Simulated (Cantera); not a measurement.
# Abatement and gas-phase synthesis: SF6 + H2 + N2 + O2

Feed: 1 mol SF6, 6.4 mol H2, 7.5 mol N2, 0.14 mol O2, held at 3123.15 K and 1.33 mbar.

Cantera equilibrium calculation (NASA polynomials, part measured and part estimated; ideal gas, pure solids and liquids). Candidate condensed phases: H2O, H2SO4, S; 62 gas species. The numbers say what is thermodynamically allowed, not how fast it happens.

```json
{
 "x(H)": "0.383",
 "x(N2)": "0.311",
 "x(HF)": "0.140",
 "x(F)": "0.109",
 "x(S)": "0.0412",
 "x(O)": "0.0111",
 "x(H2)": "0.00379",
 "x(N)": "0.000456",
 "x(OH)": "0.000181",
 "gas_amount": "24.10 mol",
 "log10 activity of S(l) (absent)": "-5.71"
}
```
